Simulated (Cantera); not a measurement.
## Premixed flame

A freely propagating, adiabatic, planar premixed flame of H2 : O2 : N2 = 1 : 0.263 : 0.989 (molar parts), equivalence ratio 1.9, unburnt at 650 K and 6.30 bar; multicomponent+Soret transport, grid criteria slope 0.08 and curve 0.16, no radiation.

Computed with Cantera and the H2/O2 subset of GRI-Mech 3.0, which has no nitrogen chemistry. The hydrogen kinetics of GRI-Mech 3.0 are dated; newer H2 mechanisms differ, most at raised pressure. Burning velocities carry a grid error of a few per cent, more on coarse grids.

```
z (mm)   T (K)  u (m/s)   x H2      x O2    x H2O      x OH     x HO2       x O
-------  -----  -------  -----  --------  -------  --------  --------  --------
-0.129     650     10.1  0.444     0.117    <1e-8     <1e-8     <1e-8     <1e-8
-0.0860    650     10.1  0.444     0.117  1.37e-8     <1e-8     <1e-8     <1e-8
-0.0645    650     10.1  0.444     0.117  1.62e-7     <1e-8   7.60e-8     <1e-8
-0.0430    651     10.1  0.443     0.117  5.33e-6     <1e-8   3.40e-6   2.58e-8
-0.0215    707     10.6  0.420     0.120  0.00273  0.000111  0.000722   2.06e-5
-0.0107    997     14.5  0.379     0.110   0.0316   0.00103  0.000682  0.000407
0         1416     20.2  0.309    0.0743    0.107   0.00267  0.000323   0.00221
0.0107    1710     24.2  0.242    0.0314    0.188   0.00487  0.000128   0.00289
0.0215    1860     26.3  0.214    0.0106    0.229   0.00588   4.18e-5   0.00208
0.0430    1994     28.0  0.207   0.00164    0.248   0.00619   6.42e-6   0.00122
0.0860    2110     29.4  0.213  0.000420    0.253   0.00553   1.91e-6  0.000722
0.172     2209     30.6  0.220  0.000189    0.257   0.00430   9.23e-7  0.000357
0.344     2284     31.5  0.226   7.76e-5    0.260   0.00296   3.83e-7  0.000147
```
x: mole fraction of selected species; z is measured from the peak of heat release.

```yaml
laminar_burning_velocity: 1010 cm/s
thermal_thickness: 0.0430 mm
peak x(OH): 0.00621
peak x(HO2): 0.000941
peak x(O): 0.00296
grid_points: 113
```
